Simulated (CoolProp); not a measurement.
Normal hydrogen at 298.15 K and 0.268 MPa flows at 22 m/s in a round tube of 20 mm bore and 0.25 µm roughness, fully developed (64/Re and Nu = 3.66 if laminar; Colebrook and Gnielinski if turbulent). Each further row changes one setting.

Model: reference Helmholtz-energy equation of state, Leachman 2009, in CoolProp.

```tsv
case	Reynolds number	Darcy friction factor	pressure drop (Pa/m)	heat-transfer coefficient (W/(m² K))	mass flow (kg/h)
as stated	10800	0.0303	79.8	285	[?]
velocity 44 m/s	21500	[?]	[?]	495	10.8
diameter 40 mm	21500	0.0254	33.5	[?]	21.7
```

Fill in the missing entries.


- as stated, mass flow (kg/h): 5.41
- velocity 44 m/s, Darcy friction factor: 0.0255
- velocity 44 m/s, pressure drop (Pa/m): 268
- diameter 40 mm, heat-transfer coefficient (W/(m² K)): 247

Viscosity comes from a separate model (Muzny 2013). Thermal conductivity comes from a separate model (Assael 2011).
